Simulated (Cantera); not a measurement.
Catalytic combustion on Pt

An isothermal plug-flow reactor at 475 K and 3.40 bar (inlet), inlet velocity 0.06 m/s, active area per volume 130 1/m; feed 0.532 % H₂, 1.73 % O₂, 97.7 % N₂, equivalence ratio 0.15.

Model: Deutschmann's 1995 Pt surface mechanism with GRI-Mech 3.0 gas chemistry, integrated in Cantera. Catalytic surfaces can have several steady states; this one follows from the mechanism file's or the stated starting coverage. Mass transfer to the wall is taken as infinitely fast.

| z (m) | x H₂ | x O₂ | x H₂O | θ free Pt | θ O* | θ OH* |
|---|---|---|---|---|---|---|
| 6.9e-05 | 0.00188 | 0.0156 | 0.00345 | 0.171 | 0.752 | 0.0765 |
| 0.00012 | 0.00125 | 0.0153 | 0.00408 | 0.116 | 0.815 | 0.0685 |
| 0.00019 | 0.000854 | 0.0151 | 0.00448 | 0.0800 | 0.859 | 0.0601 |
| 0.00032 | 0.000534 | 0.0150 | 0.00480 | 0.0506 | 0.899 | 0.0499 |
| 0.00054 | 0.000326 | 0.0149 | 0.00501 | 0.0311 | 0.928 | 0.0403 |
| 0.0009 | 0.000199 | 0.0148 | 0.00513 | 0.0190 | 0.949 | 0.0321 |
| 0.0015 | 0.000120 | 0.0148 | 0.00521 | 0.0115 | 0.963 | 0.0253 |
| 0.0025 | 7.24e-5 | 0.0147 | 0.00526 | 0.00697 | 0.973 | 0.0198 |
| 0.0042 | 4.32e-5 | 0.0147 | 0.00529 | 0.00416 | 0.980 | 0.0154 |
| 0.0069 | 2.63e-5 | 0.0147 | 0.00531 | 0.00253 | 0.985 | 0.0121 |
x: gas mole fraction; θ: surface coverage.
